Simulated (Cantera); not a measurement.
What does this Cantera script print?

```python
import numpy as np
import cantera as ct

gas = ct.Solution("gri30.yaml")
gas.TPX = 1050, 42000, {'N2O': 1, 'H2O': 0.077}
reactor = ct.IdealGasConstPressureReactor(gas, energy="off", clone=False)
net = ct.ReactorNet([reactor])
net.rtol, net.atol = 1e-08, 1e-18
show = ['N2O', 'H2O', 'O2', 'N2', 'NO', 'H2O2', 'OH']
times = np.geomspace(1e-05, 30, 15)

steps = ct.SolutionArray(gas, extra=["t"])
rows = []
print(f"{'t/s':>10s}{'T/K':>9s}{'P/Pa':>11s}" + "".join(f"{s:>11s}" for s in show))
for t in times:
    while net.time < t:
        t_next = net.step()
        steps.append(gas.state, t=t_next)
    rows.append([np.interp(t, steps.t, y) for y in (steps.T, steps.P, *steps(*show).X.T)])
    print(f"{t:10.3e}{rows[-1][0]:9.1f}{rows[-1][1]:11.4g}" + "".join(f"{x:11.3e}" for x in rows[-1][2:]))
rate = np.gradient(steps.T, steps.t)
print("integrator steps:", len(steps.t))
if steps.T.max() > steps.T[0] + 200:
    print(f"time of steepest temperature rise: {steps.t[rate.argmax()]:.4e} s")
gas.TPX = 1050, 42000, {'N2O': 1, 'H2O': 0.077}
gas.equilibrate("TP")
print(f"equilibrium (TP): T = {gas.T:.1f} K  " + "  ".join(f"{s} {gas[s].X[0]:.3e}" for s in show))
```

Output:

```
       t/s      T/K       P/Pa        N2O        H2O         O2         N2         NO       H2O2         OH
 1.000e-05   1050.0    4.2e+04  9.285e-01  7.149e-02  9.379e-09  6.981e-08  1.050e-09  1.380e-18  8.890e-10
 2.902e-05   1050.0    4.2e+04  9.285e-01  7.149e-02  6.357e-08  2.389e-07  7.114e-09  1.152e-16  6.009e-09
 8.420e-05   1050.0    4.2e+04  9.285e-01  7.149e-02  3.254e-07  8.346e-07  3.641e-08  7.734e-15  3.050e-08
 2.443e-04   1050.0    4.2e+04  9.285e-01  7.149e-02  1.197e-06  2.678e-06  1.339e-07  3.225e-13  1.090e-07
 7.089e-04   1050.0    4.2e+04  9.285e-01  7.149e-02  3.742e-06  8.067e-06  4.186e-07  1.023e-11  3.133e-07
 2.057e-03   1050.0    4.2e+04  9.285e-01  7.149e-02  1.114e-05  2.387e-05  1.242e-06  4.384e-10  7.313e-07
 5.969e-03   1050.0    4.2e+04  9.284e-01  7.149e-02  3.294e-05  7.037e-05  3.532e-06  1.797e-08  1.131e-06
 1.732e-02   1050.0    4.2e+04  9.282e-01  7.149e-02  9.788e-05  2.063e-04  8.928e-06  1.088e-07  1.375e-06
 5.026e-02   1050.0    4.2e+04  9.276e-01  7.147e-02  2.876e-04  6.040e-04  2.033e-05  8.462e-08  1.693e-06
 1.458e-01   1050.0    4.2e+04  9.259e-01  7.143e-02  8.364e-04  1.762e-03  4.574e-05  5.294e-08  2.005e-06
 4.232e-01   1050.0    4.2e+04  9.209e-01  7.131e-02  2.421e-03  5.097e-03  1.227e-04  3.216e-08  2.388e-06
 1.228e+00   1050.0    4.2e+04  9.068e-01  7.097e-02  6.961e-03  1.454e-02  4.097e-04  1.847e-08  2.980e-06
 3.563e+00   1050.0    4.2e+04  8.680e-01  7.003e-02  1.961e-02  4.056e-02  1.371e-03  1.477e-08  3.629e-06
 1.034e+01   1050.0    4.2e+04  7.685e-01  6.760e-02  5.223e-02  1.072e-01  3.970e-03  1.509e-08  4.024e-06
 3.000e+01   1050.0    4.2e+04  5.574e-01  6.245e-02  1.216e-01  2.487e-01  9.358e-03  1.421e-08  3.966e-06
integrator steps: 1160
equilibrium (TP): T = 1050.0 K  N2O 2.666e-09  H2O 4.883e-02  O2 3.170e-01  N2 6.341e-01  NO 5.853e-05  H2O2 9.236e-11  OH 2.815e-07
```

Detailed kinetics in Cantera: GRI-Mech 3.0 (53 species, 325 reactions). GRI-Mech 3.0 was tuned for natural gas; its chemistry of N2O as a main component is partial and can be far from experiment. The mechanism lacks the step 2 NO + O2 → 2 NO2, which can matter for NO2 below about 1400 K. The temperature is held fixed by assumption; the heat of reaction is taken as removed at once.
